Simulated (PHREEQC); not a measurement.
0.091 g of hydrous ferric oxide (600 m²/g; 0.2 weak and 0.005 strong sites per Fe, Dzombak-Morel constants, diffuse double layer) in 1 kg of water with 0.005 mol/kgw of an inert sodium salt and 1.2e-06 mol CuSO4 and 3e-07 mol NaH2PO4, at 25 °C; the pH is set by adding NaOH or the inert anion's acid. O2 is buffered at 0.21 atm. CO2 from the air is kept out. Nothing may precipitate in this run.

Equilibrium calculation in PHREEQC: ion-association model, wateq4f.dat.

### Question
Predict S sorbed (%), P sorbed (%) at pH = 4.5, 7.5, 8, 11.

### Answer
```
pH   S sorbed (%)  P sorbed (%)
---  ------------  ------------
4.5          99.8         100.0
7.5           1.1          99.8
8             0.1          98.2
11            0.0           0.0
```

H3PO4, which wateq4f.dat lacks, is added to it with the constant of phreeqc.dat. The database has no phosphate complexes of Cu. The database's constant for dissolved Cu(OH)2 is higher than later reviews accept. The oxide is taken as insoluble; below pH 4 it would dissolve.
